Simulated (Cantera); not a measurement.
What does this Cantera script print?

```python
import numpy as np
import cantera as ct

gas_names = """
    C CH CH2 CH3 CH2OH CH3O CH4 CH3OH CN CO CO2 COOH C2 C2H CHCO,ketyl C2H2,acetylene C2H2,vinylidene
    CH2CO,ketene C2H3,vinyl CH3CN CH3CO,acetyl C2H4 C2H4O,ethylen CH3CHO,ethanal CH3COOH (HCOOH)2 C2H5
    C2H6 CH3OCH3 C2H5OH CCN CNC C2N2 C2O C3 C3H3,propargyl C3H4,allene C3H4,propyne C3H4,cyclo-
    C3H5,allyl C3H6,propylene C3H6,cyclo- C3H6O C3H7,n-propyl C3H7,i-propyl C3H8 C3H8O,1propanol
    C3H8O,2propanol C3O2 C4 C4H2 C4H4,1,3-cyclo- C4H6,butadiene C4H6,2-butyne C4H6,cyclo- C4H8,1-butene
    C4H8,cis2-buten C4H8,tr2-butene C4H8,isobutene C4H8,cyclo- (CH3COOH)2 C4H9,n-butyl C4H9,i-butyl
    C4H9,s-butyl C4H9,t-butyl C4H10,isobutane C4H10,n-butane C4N2 C5 C5H6,1,3cyclo- C5H8,cyclo-
    C5H10,1-pentene C5H10,cyclo- C5H11,pentyl C5H11,t-pentyl C5H12,n-pentane C5H12,i-pentane
    CH3C(CH3)2CH3 C6H2 C6H5,phenyl C6H5O,phenoxy C6H6 C6H5OH,phenol C6H10,cyclo- C6H12,1-hexene
    C6H12,cyclo- C6H13,n-hexyl C7H7,benzyl C7H8 C7H8O,cresol C7H14,1-heptene C7H15,n-heptyl
    C7H16,n-heptane C8H8,styrene C8H10,ethylbenz C8H16,1-octene C8H17,n-octyl C8H18,isooctane
    C8H18,n-octane C9H19,n-nonyl C10H8,naphthale C10H21,n-decyl C12H9,o-bipheny C12H10,bipheny H HCN HCO
    HCCN HNC HNCO HNO HNO2 HNO3 HO2 H2 HCHO,formaldehy HCOOH H2O H2O2 N NCO NH NH2 NH3 NH2OH NO NO2 NO3
    N2 N2H2 N2H4 N2O O OH O2 O3 Si SiC SiC2 SiC4H12 SiH SiH2 SiH3 SiH4 SiN SiO SiO2 Si2 Si2C Si2N Si3
""".split()
cond_names = """
    C(gr) C6H6(L) C7H8(L) C8H18(L),n-octa H2O(s) H2O(L) Si(cr) Si(L) SiC(b) SiO2(Lqz) SiO2(hqz) SiO2(L)
    Si2N2O(s) Si3N4(a)
""".split()


def load(file, names, dense=False):
    # The tables refer to 1 bar. Condensed volumes are neglected.
    table = {s.name: s for s in ct.Species.list_from_file(file)}
    out = []
    for n in names:
        d = dict(table[n].input_data)
        d["thermo"] = dict(d["thermo"], **{"reference-pressure": 1e5})
        if dense:
            d["equation-of-state"] = {"model": "constant-volume", "density": "1e6 g/cm^3"}
        out.append(ct.Species.from_dict(d))
    return out


gas = ct.Solution(thermo="ideal-gas", species=load("nasa_gas.yaml", gas_names))
cond = {s.name: ct.Solution(thermo="fixed-stoichiometry", species=[s], name=s.name)
        for s in load("nasa_condensed.yaml", cond_names, dense=True)}
atoms = {
    'Si2H6': {'Si': 2, 'H': 6},
    'CO2': {'C': 1, 'O': 2},
    'NO': {'N': 1, 'O': 1},
}
top_T = {'C(gr)': 4500, 'SiC(b)': 3050, 'Si2N2O(s)': 2100, 'Si3N4(a)': 2400}  # K; cautious upper limits of use, not melting points


def equilibrate(T, P, feed):
    n = {}
    for name, mol in feed.items():
        for a, k in atoms[name].items():
            n[a] = n.get(a, 0.0) + k * mol
    gas.TPX = T, P, n
    mass = sum(n.values()) * gas.mean_molecular_weight
    gas.equilibrate("TP")
    valid = [c for c in cond.values() if c.min_temp <= T <= top_T.get(c.name, c.max_temp)]
    mix = ct.Mixture([(gas, mass / gas.mean_molecular_weight)] + [(c, 0.0) for c in valid])
    mix.T, mix.P = T, P
    mix.equilibrate("TP", solver="vcs", rtol=1e-11, max_steps=5000)
    return mix


results = []
T = 600  # K
P = 22  # Pa
for m in [3, 3.6, 4.3, 5, 6, 7.1, 8.4, 10, 12, 14, 17, 20]:
    feed = {'Si2H6': 1, 'CO2': 0.48, 'NO': m}  # mol
    mix = equilibrate(T, P, feed)
    results.append((T, P, feed, dict(zip(mix.species_names, mix.species_moles))))
    x = sorted(zip(gas.X, gas.species_names), reverse=True)
    print(f"T = {T:g} K  P = {P:g} Pa  n(NO) = {m:g} mol  gas = {mix.phase_moles(0):.4g} mol")
    print("   x: " + "  ".join(f"{s} {v:.3e}" for v, s in x if v > 1e-05))
    print("   condensed (mol): " + ("  ".join(f"{mix.phase(i).name} {mix.phase_moles(i):.4g}"
          for i in range(1, mix.n_phases) if mix.phase_moles(i) > 1e-12) or "none"))
```

Output:

```
T = 600 K  P = 22 Pa  n(NO) = 3 mol  gas = 4.447 mol
   x: H2 6.567e-01  N2 3.343e-01  CH4 8.951e-03
   condensed (mol): C(gr) 0.4402  SiO2(Lqz) 1.973  Si2N2O(s) 0.01333
T = 600 K  P = 22 Pa  n(NO) = 3.6 mol  gas = 4.993 mol
   x: H2 5.506e-01  N2 3.605e-01  H2O 3.772e-02  CO2 2.959e-02  CO 1.528e-02  CH4 6.292e-03
   condensed (mol): C(gr) 0.2246  SiO2(Lqz) 2
T = 600 K  P = 22 Pa  n(NO) = 4.3 mol  gas = 5.609 mol
   x: H2 4.585e-01  N2 3.833e-01  H2O 7.256e-02  CO2 6.840e-02  CO 1.529e-02  CH4 1.891e-03
   condensed (mol): SiO2(Lqz) 2
T = 600 K  P = 22 Pa  n(NO) = 5 mol  gas = 5.979 mol
   x: N2 4.181e-01  H2 3.291e-01  H2O 1.725e-01  CO2 7.512e-02  CO 5.068e-03  CH4 9.741e-05
   condensed (mol): SiO2(Lqz) 2
T = 600 K  P = 22 Pa  n(NO) = 6 mol  gas = 6.48 mol
   x: N2 4.630e-01  H2O 3.099e-01  H2 1.530e-01  CO2 7.280e-02  CO 1.272e-03
   condensed (mol): SiO2(Lqz) 2
T = 600 K  P = 22 Pa  n(NO) = 7.1 mol  gas = 7.08 mol
   x: N2 5.014e-01  H2O 4.237e-01  CO2 6.780e-02  O2 7.062e-03
   condensed (mol): SiO2(Lqz) 2
T = 600 K  P = 22 Pa  n(NO) = 8.4 mol  gas = 8.38 mol
   x: N2 5.012e-01  H2O 3.580e-01  O2 8.353e-02  CO2 5.728e-02
   condensed (mol): SiO2(Lqz) 2
T = 600 K  P = 22 Pa  n(NO) = 10 mol  gas = 9.98 mol
   x: N2 5.010e-01  H2O 3.006e-01  O2 1.503e-01  CO2 4.810e-02
   condensed (mol): SiO2(Lqz) 2
T = 600 K  P = 22 Pa  n(NO) = 12 mol  gas = 11.98 mol
   x: N2 5.008e-01  H2O 2.504e-01  O2 2.087e-01  CO2 4.007e-02
   condensed (mol): SiO2(Lqz) 2
T = 600 K  P = 22 Pa  n(NO) = 14 mol  gas = 13.98 mol
   x: N2 5.007e-01  O2 2.504e-01  H2O 2.146e-01  CO2 3.433e-02
   condensed (mol): SiO2(Lqz) 2
T = 600 K  P = 22 Pa  n(NO) = 17 mol  gas = 16.98 mol
   x: N2 5.006e-01  O2 2.945e-01  H2O 1.767e-01  CO2 2.827e-02
   condensed (mol): SiO2(Lqz) 2
T = 600 K  P = 22 Pa  n(NO) = 20 mol  gas = 19.98 mol
   x: N2 5.005e-01  O2 3.253e-01  H2O 1.502e-01  CO2 2.402e-02
   condensed (mol): SiO2(Lqz) 2
```

Cantera equilibrium calculation (NASA polynomials, part measured and part estimated; ideal gas, pure solids and liquids). The feed counts by its element totals alone.
